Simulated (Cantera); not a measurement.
Input: 1 mol SiCl4, 2.7 mol HCl, 4.7 mol H2, 0.97 mol Cl2, held at 1.50 bar.

Method: chemical equilibrium by Gibbs-energy minimisation in Cantera with the NASA 1993 tables (ideal gas, pure condensed phases). Candidate condensed phases: Si; 19 gas species. The tables' values for SiCl3 are old estimates; treat these amounts as uncertain. Equilibrium is a limit: real reactors are often held back by kinetics, nucleation or transport. All values below are at 1073 K.

Base state: HCl 0.496, H2 0.397, SiCl4 0.106, SiHCl3 0.00104, SiCl3 5.59e-5 (mole fractions); condensed: gas only.

Task: What changes in the equilibrium state with this change: Cl2 from 0.97 to 1.5 mol?

Result: 
```tsv
species	before	after
HCl	0.496	0.576
H2	0.397	0.323
SiCl4	0.106	0.100
SiHCl3	0.00104	0.000687
SiCl3	5.59e-5	4.12e-5
```
